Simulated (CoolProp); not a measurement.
Properties of n-heptane along the isobar 13.1 MPa.

The numbers come from the reference Helmholtz-energy equation of state, Span 2003 in CoolProp. It is a short technical equation, of lower accuracy than the large ones.

```csv
T (°C),phase,cp (kJ/(kg K)),cv (kJ/(kg K)),Joule-Thomson coefficient (K/MPa),viscosity (µPa s),conductivity (mW/(m K)),fugacity coefficient
60.55,liquid,2.355,1.913,-0.3890,318,119,0.004390
67.25,liquid,2.382,1.938,-0.3797,300,117,0.005557
73.95,liquid,2.409,1.964,-0.3701,284,115,0.006953
80.55,liquid,2.436,1.990,-0.3604,269,114,0.008579
87.25,liquid,2.463,2.016,-0.3504,___,112,0.01051
93.95,liquid,___,2.042,-0.3402,243,111,0.01276
100.55,liquid,2.519,2.068,-0.3298,231,___,0.01530
107.25,liquid,2.547,2.095,-0.3190,220,108,0.01825
113.95,liquid,2.575,2.121,-0.3080,210,106,0.02159
120.55,liquid,2.603,2.147,-0.2967,200,105,0.02528
127.25,liquid,2.631,2.174,-0.2850,192,103,0.02948
133.95,liquid,2.659,2.200,-0.2729,183,___,0.03413
```

### Question
Fill in the missing entries.

### Answer

- 87.25, viscosity (µPa s): 256
- 93.95, cp (kJ/(kg K)): 2.491
- 100.55, conductivity (mW/(m K)): 109
- 133.95, conductivity (mW/(m K)): 102

Viscosity comes from a separate model (Michailidou 2014). Thermal conductivity comes from a separate model (Assael 2013).
